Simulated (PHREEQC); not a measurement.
PHREEQC input (ion-association model, phreeqc.dat):

```
SOLUTION 1
  temp 25
  units mol/kgw
  pH 7 charge
  Cl 0.092
  Na 0.092
END
SELECTED_OUTPUT 1
  -reset false
  -pH true
  -pe true
  -ionic_strength true
  -water true
  -totals Cl Na Mtg
  -molalities H+ Na+ Cl- OH- NaOH
  -saturation_indices Halite
USER_PUNCH 1
  -headings p_Mtg(g) phi_Mtg(g) p_H2O(g) phi_H2O(g) density
  10 PUNCH PR_P("Mtg(g)"), PR_PHI("Mtg(g)"), PR_P("H2O(g)"), PR_PHI("H2O(g)"), RHO
PRINT
  -reset false
USE solution 1
REACTION_TEMPERATURE 1
  30
GAS_PHASE 1
  -fixed_pressure
  -pressure 200
  -temperature 30
  -volume 20
  Mtg(g) 200
  H2O(g) 0
END
# ... the last block is repeated for the other 6 points of T (°C)
```

Selected output (columns that matter, 7 of 7 rows; T (°C) added in front):

```
T (°C)	pH	mu	Cl	Na	Mtg	m_H+	m_Na+	m_Cl-	si_Halite	p_Mtg(g)	phi_Mtg(g)	p_H2O(g)	phi_H2O(g)	density
30	6.8647	0.092145	0.092145	0.092145	0.15763	1.6471e-07	0.092145	0.092145	-3.8899	199.91	0.72831	0.088742	0.54308	1.0055
40	6.7151	0.092222	0.092222	0.092222	0.14106	2.3313e-07	0.092222	0.092222	-3.898	199.86	0.75523	0.14424	0.5767	1.0022
50	6.5794	0.092333	0.092333	0.092333	0.1315	3.1971e-07	0.092333	0.092333	-3.9065	199.77	0.77978	0.2276	0.60749	0.99808
60	6.4562	0.092487	0.092487	0.092487	0.12673	4.2617e-07	0.092487	0.092487	-3.9152	199.65	0.80219	0.34947	0.63552	0.99337
70	6.3441	0.092698	0.092697	0.092697	0.12547	5.5373e-07	0.092697	0.092697	-3.9238	199.48	0.82264	0.52322	0.66086	0.98809
80	6.2423	0.09298	0.09298	0.09298	0.12693	7.03e-07	0.09298	0.09298	-3.9322	199.23	0.84131	0.76534	0.68359	0.98231
90	6.1498	0.093353	0.093352	0.093352	0.13064	8.7388e-07	0.093352	0.093352	-3.9402	198.9	0.85839	1.0957	0.70376	0.97605
```

At this temperature some constants are extrapolated from 25 °C, and those without enthalpy data are left unchanged.
